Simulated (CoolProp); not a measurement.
Saturation properties of n-perfluorobutane (Tc = 113.2 °C, pc = 23.22 bar, ω = 0.372).

Computed with CoolProp (reference Helmholtz-energy equation of state, Gao 2022).

```csv
T (°C),p (bar),liquid density (kg/m³),vapour density (kg/m³),liquid cp (kJ/(kg K))
-92.85,0.002229,1911,0.03541,1.008
-82.95,0.006248,1875,0.09412,…
-73.15,0.01531,1841,0.2196,1.025
-63.35,…,1807,0.4634,1.034
-53.55,0.06849,1774,0.8983,1.044
-43.65,0.1294,1740,1.630,1.054
-33.85,0.2277,1706,2.767,1.065
-24.05,0.3793,1673,4.461,1.077
-14.15,…,1639,6.914,1.089
-4.35,0.9220,1604,10.28,1.101
```

Q: Complete the blanks.

A: 
- -82.95, liquid cp (kJ/(kg K)): 1.016
- -63.35, p (bar): 0.03384
- -14.15, p (bar): 0.6052

It boils at -2.0 °C under 1 atm.
